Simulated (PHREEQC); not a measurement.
Dissolve 0.14 mol/kgw FeSO4, 0.42 mol/kgw ZnCl2 and 0.025 mol/kgw Na2SO4 at 25 °C. Closed to the air; pH follows from the charge balance.

All values are PHREEQC results (ion-association model, phreeqc.dat), not measurements.

The pH is 4.89, the ionic strength is 1.27 mol/kgw and the activity of water is 0.977. The density is 1.069 g/cm³.

```tsv
species	molality	activity	log γ
Cl-	0.657	0.393	-0.224
Zn+2	0.248	0.0387	-0.806
Fe+2	0.104	0.0202	-0.713
ZnCl+	0.0697	0.0409	-0.232
SO4-2	0.0610	0.00848	-0.857
ZnSO4	0.0575	0.0770	0.127
Na+	0.0476	0.0357	-0.125
FeSO4	0.0227	0.0304	0.127
FeCl+	0.0130	0.0109	-0.076
ZnCl3-	0.0126	0.00741	-0.232
ZnCl2	0.0126	0.0168	0.127
Zn(SO4)2-2	0.0107	0.00531	-0.305
ZnCl4-2	0.00932	0.00146	-0.806
```

This is a speciation only: nothing precipitates in the calculation. The ionic strength is past about 0.7 mol/kgw, beyond the range of this activity model, so the values are rough.
